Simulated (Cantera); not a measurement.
**Silicates and aluminates: SiO2 + MgO + N2**

Feed: 1 mol SiO2, 2.2 mol MgO, 3.3 mol N2, at 28000 Pa.

Equilibrium computed with Cantera from the NASA thermochemical tables; the gas is ideal and each condensed phase is pure. Candidate condensed phases: Mg, MgO, MgSiO3, Mg2SiO4, Si, SiO2, Si2N2O, Si3N4; 20 gas species. Mutual solubility and eutectic melting of coexisting phases are not modelled. Condensed phases not in the tables: alloys, solid solutions and most ternary compounds. The numbers say what is thermodynamically allowed, not how fast it happens.

```tsv
T (K)	x N2	x Mg	x NO	x SiO	n MgO(s)	n Mg2SiO4(s)	n Mg2SiO4(l)
2048	1.000	4.39e-5	4.02e-5	6.67e-6	0.200	1.000	0
2073	1.000	5.93e-5	5.31e-5	9.74e-6	0.200	1.000	0
2098	1.000	7.94e-5	6.97e-5	1.41e-5	0.200	1.000	0
2123	1.000	0.000106	9.08e-5	2.03e-5	0.200	1.000	0
2148	1.000	0.000140	0.000117	2.89e-5	0.200	1.000	0
2173	1.000	0.000185	0.000150	4.08e-5	0.200	0	1.000
2198	0.999	0.000244	0.000191	5.50e-5	0.200	0	1.000
2223	0.999	0.000319	0.000241	7.37e-5	0.199	0	1.000
```
x: gas mole fraction; n: condensed amount in mol.

From 2048 K to 2148 K the condensed part is MgO(s) + Mg2SiO4(s). From 2173 K to 2223 K the condensed part is MgO(s) + Mg2SiO4(l). The main Si-bearing gas is SiO throughout.
